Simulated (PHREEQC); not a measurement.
Model water analysis in mmol/kgw, 25 °C, pH 6.46, pe 10.3:

| constituent | mmol/kgw |
|---|---|
| Na | 0.000379 |
| K | 0.000763 |
| Ca | 0.000755 |
| Mg | 0.000185 |
| Cl | 0.00108 |
| S(6) | 0.000245 |
| Alkalinity (meq/kgw) | 0.00141 |
| N(5) | 5.72e-07 |
| Ba | 1.13e-05 |

Valence states are taken as typed.

Model: ion-association model, phreeqc.dat, run in PHREEQC.

* **ionic strength**: 4.56e-6 mol/kgw
* **charge-balance error**: 0.9 %

```json
[
 {"species": "HCO3-", "molality": "1.73e-6", "activity": "1.72e-6", "log γ": "-0.001"},
 {"species": "CO2", "molality": "1.34e-6", "activity": "1.34e-6", "log γ": "0.000"},
 {"species": "Cl-", "molality": "1.08e-6", "activity": "1.08e-6", "log γ": "-0.001"},
 {"species": "K+", "molality": "7.63e-7", "activity": "7.61e-7", "log γ": "-0.001"},
 {"species": "Ca+2", "molality": "7.55e-7", "activity": "7.47e-7", "log γ": "-0.004"},
 {"species": "Na+", "molality": "3.79e-7", "activity": "3.78e-7", "log γ": "-0.001"},
 {"species": "H+", "molality": "3.48e-7", "activity": "3.47e-7", "log γ": "-0.001"},
 {"species": "SO4-2", "molality": "2.45e-7", "activity": "2.43e-7", "log γ": "-0.004"},
 {"species": "Mg+2", "molality": "1.85e-7", "activity": "1.83e-7", "log γ": "-0.004"},
 {"species": "OH-", "molality": "2.93e-8", "activity": "2.92e-8", "log γ": "-0.001"},
 {"species": "Ba+2", "molality": "1.13e-8", "activity": "1.12e-8", "log γ": "-0.004"}
]
```

Precipitation was switched off in this run. Species that the database lacks are ignored.
